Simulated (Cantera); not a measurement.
A perfectly stirred reactor is fed with C₃H₈ : O₂ : N₂ = 1 : 4.55 : 22.7 (molar parts), at 10.0 bar; it is adiabatic with a 775 K inlet, and is followed from long to short residence time, starting on the burning branch (τ in s: 0.059, 0.032, 0.017, 0.009, 0.0048, 0.0025, 0.0014, 0.00072, 0.00038, 0.0002, 0.00011, 5.8e-05, 3.1e-05).

Model: GRI-Mech 3.0 (53 species, 325 reactions), integrated in Cantera. GRI-Mech 3.0 was tuned for natural gas; its chemistry of propane as a main component is partial and can be far from experiment.

Predict: blow-out, bracketed by the residence times tried; x(C₃H₈) at τ = 59.0 ms; x(O₂) at τ = 59.0 ms; x(N₂O) at τ = 59.0 ms; x(H₂O) at τ = 59.0 ms; x(NO) at τ = 59.0 ms; x(C₃H₈) at τ = 1.40 ms; x(O₂) at τ = 1.40 ms; x(N₂O) at τ = 1.40 ms; x(H₂O) at τ = 1.40 ms; x(NO) at τ = 1.40 ms.


| Property | Value |
|---|---|
| blow-out, bracketed by the residence times tried | burning at 31.0 µs, the shortest tried |
| x(C₃H₈) at τ = 59.0 ms | 5.41e-8 |
| x(O₂) at τ = 59.0 ms | 0.000329 |
| x(N₂O) at τ = 59.0 ms | 1.15e-7 |
| x(H₂O) at τ = 59.0 ms | 0.127 |
| x(NO) at τ = 59.0 ms | 0.000547 |
| x(C₃H₈) at τ = 1.40 ms | 1.55e-6 |
| x(O₂) at τ = 1.40 ms | 0.00192 |
| x(N₂O) at τ = 1.40 ms | 2.91e-7 |
| x(H₂O) at τ = 1.40 ms | 0.124 |
| x(NO) at τ = 1.40 ms | 0.000514 |
